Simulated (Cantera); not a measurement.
Charge: 1 mol SiO2, 19 mol HCl, equilibrated at 4.43 Torr.

These are equilibrium values from Cantera (NASA tables, ideal gas, pure condensed phases), not measurements of a reactor. Candidate condensed phases: H2O, Si, SiO2; 30 gas species. The tables hold silica as quartz up to 1696 K and as liquid above; real silica turns to tridymite and cristobalite and melts near 1996 K. Kinetics and transport are ignored.

Task: At 1398 K, list the 6 most abundant gas species with their mole fractions, and the condensed phases.

Result: HCl 0.997, Cl 0.00171, H2 0.000875, H2O 0.000159, SiCl4 7.77e-5, Cl2 2.20e-5. Condensed: SiO2(β-quartz).
